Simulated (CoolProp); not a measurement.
Vapour-liquid equilibrium of diethyl ether (1) + ethanol (2) at 372.1 K; x and y are mole fractions of (1).

Model: multi-fluid Helmholtz-energy mixture model, Thol 2014 and Schroeder 2014; pair parameters Bell 2016, in CoolProp.

**Question.** Give the bubble pressure and the first vapour's composition at x = 0.05, 0.25, 0.95. Is there an azeotrope?

**Answer.** x = 0.05: 263.1 kPa, y = 0.208; x = 0.25: 408.8 kPa, y = 0.567; x = 0.95: 630.5 kPa, y = 0.962. No azeotrope shows between x = 0.05 and 0.95.

The pair parameters rest on a limited set of measurements; away from them the model extrapolates.
